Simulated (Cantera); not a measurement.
**Gas-phase reforming**

A perfectly stirred reactor is fed with CH₄ : H₂O = 1 : 1.9 (molar parts), at 160000 Pa; it is held at 1400 K, and followed from long to short residence time.

Model: GRI-Mech 3.0 (53 species, 325 reactions), integrated in Cantera.

| τ (s) | x CH₄ | x H₂O | x CO | x C₂H₄ | x CH₂CO | x C₂H₆ | x CH₃ |
|---|---|---|---|---|---|---|---|
| 4.0 | 0.190 | 0.561 | 0.00749 | 0.0106 | 1.81e-5 | 0.000159 | 2.47e-5 |
| 1.5 | 0.240 | 0.600 | 0.00284 | 0.00628 | 1.66e-5 | 0.000245 | 3.11e-5 |
| 0.54 | 0.289 | 0.628 | 0.000860 | 0.00358 | 1.11e-5 | 0.000420 | 3.96e-5 |
| 0.20 | 0.319 | 0.644 | 0.000219 | 0.00264 | 5.02e-6 | 0.000604 | 4.66e-5 |
| 0.072 | 0.335 | 0.652 | 4.76e-5 | 0.00171 | 1.14e-6 | 0.000683 | 4.94e-5 |
| 0.027 | 0.341 | 0.654 | 9.64e-6 | 0.000711 | 1.10e-7 | 0.000573 | 4.65e-5 |
| 0.0098 | 0.344 | 0.655 | 1.19e-6 | 0.000167 | 4.21e-9 | 0.000336 | 3.89e-5 |
| 0.0036 | 0.344 | 0.655 | 9.80e-8 | 2.92e-5 | 9.66e-11 | 0.000144 | 3.11e-5 |
x: mole fraction; the columns are a selection and need not sum to one.
